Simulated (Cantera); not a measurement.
A jet of CH4 : O2 : N2 = 0.019 : 0.13 : 0.79 (molar parts), equivalence ratio 0.29 at 300 K and 0.0420 bar hits a platinum plate 6.6 cm away at a mass flux of 0.072 kg/m²/s; the plate temperature is set and raised in steps from an oxygen-covered start.

Cantera simulation using Deutschmann's 1995 Pt surface mechanism with GRI-Mech 3.0 gas chemistry; the numbers are that mechanism's predictions, not measurements. Catalytic surfaces can have several steady states; this one follows from the mechanism file's or the stated starting coverage.

One state of this run: wall x CH4 = 0.0101; wall x O2 = 0.117; wall x H2O = 0.0188; wall x OH = 2.55e-7; wall x CO = 7.81e-6; wall x CO2 = 0.0124; θ free Pt = 0.375; θ O* = 0.625. x: mole fraction at the wall; θ: surface coverage.

### Question
Which value of plate T (K) does it belong to?
A. 900
B. 1100
C. 1150
D. 1000

### Answer
D, 1000
